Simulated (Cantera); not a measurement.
C + CO2 + H2 (carbon deposition, reforming and gasification)

Charge: 1 mol C, 3.8 mol CO2, 0.36 mol H2, at 1.00 bar.

Method: chemical equilibrium by Gibbs-energy minimisation in Cantera with the NASA 1993 tables (ideal gas, pure condensed phases). Candidate condensed phases: C, C6H6, C7H8, C8H18, H2O; 131 gas species. Ions and electrons are included (thermal ionisation). The numbers say what is thermodynamically allowed, not how fast it happens.

From 3000 K to 5000 K nothing is condensed. The main C-bearing gas is CO throughout.

```csv
T (K),x CO,x O,x CO2,x H,x O2,x H2O,x OH
3000,0.524,0.0235,0.328,0.0142,0.0430,0.0377,0.0219
3250,0.579,0.0657,0.198,0.0284,0.0691,0.0211,0.0304
3500,0.605,0.131,0.102,0.0465,0.0705,0.00866,0.0299
3750,0.605,0.203,0.0475,0.0626,0.0524,0.00264,0.0222
4000,0.596,0.262,0.0210,0.0734,0.0311,0.000668,0.0135
4250,0.587,0.299,0.00933,0.0796,0.0162,0.000160,0.00744
4500,0.582,0.318,0.00432,0.0828,0.00815,3.97e-5,0.00402
4750,0.580,0.327,0.00212,0.0844,0.00418,1.08e-5,0.00222
5000,0.578,0.331,0.00111,0.0853,0.00224,3.25e-6,0.00127
```
x: gas mole fraction; nothing condenses.
